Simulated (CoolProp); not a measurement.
Vapour pressure (MPa) of c-C4F8 (RC318): the reference equation beside estimates from Tc = 388.4 K, pc = 2.778 MPa, ω = 0.355. Clausius-Clapeyron is anchored at 253.2 K with a constant enthalpy of vaporisation of 24.34 kJ/mol.

Computed with CoolProp (reference Helmholtz-energy equation of state, Platzer 1990). This equation is an older, rougher fit; its heat capacities, sound speeds and derivatives of the liquid may be far off and weren't checked against measurements.

```tsv
T (K)	reference	Clausius-Clapeyron	van der Waals	Redlich-Kwong
242.2	0.03163	0.03233	0.3005	0.08437
253.2	0.05466	0.05466	0.3835	0.1293
264.2	0.08943	0.08846	0.4805	0.1899
275.3	0.1402	0.1383	0.5935	0.2698
286.3	0.2101	0.2081	0.7213	0.3704
297.3	0.3041	0.3038	0.8656	0.4950
308.4	0.4283	0.4331	1.029	0.6478
319.4	0.5857	0.6005	1.208	0.8287
330.5	0.7848	0.8171	1.408	1.043
341.5	1.028	1.087	1.626	1.291
352.5	1.324	1.420	1.863	1.574
```

Absolute difference from the reference over all 11 rows, mean and median: Clausius-Clapeyron 2.4 and 1.4 %, van der Waals 278.6 and 184.6 %, Redlich-Kwong 74.3 and 62.8 %.
